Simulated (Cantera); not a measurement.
Feed: 1 mol Ti(OiPr)4, 2.2 mol H2O, 35 mol NH3, held at 210 Pa.

Equilibrium computed with Cantera from the NASA thermochemical tables; the gas is ideal and each condensed phase is pure. Candidate condensed phases: C, C6H6, C7H8, C8H18, H2O, Ti, TiC, TiN, TiO, TiO2, Ti2O3, Ti3O5, Ti4O7; 139 gas species. The feed counts by its element totals alone. TiC: taken at fixed stoichiometry. The numbers say what is thermodynamically allowed, not how fast it happens. All values below are at 1475 °C.

Base state: H2 0.739, N2 0.188, CO 0.0670, H 0.00429, HCN 0.00176, C2H2 (acetylene) 8.34e-5, HNC 5.93e-5 (mole fractions); condensed: C(graphite) + TiC(s).

Problem. What changes in the equilibrium state with this change: Ti(OiPr)4 replaced by TiCl4?

Solution. 
```csv
species,before,after
H2,0.739,0.700
N2,0.188,0.235
HCl,0,0.0535
CO,0.0670,0
HCN,0.00176,0
Cl,0,0.000246
H2O,3.86e-8,0.00717
C2H2 (acetylene),8.34e-5,0
HNC,5.93e-5,0
"C(graphite), mol",4.62,0
"TiC(s), mol",1.00,0
"Ti3O5(s), mol",0,0.333
```
Further candidate phases: NH4Cl, TiCl2, TiCl3, TiCl4.
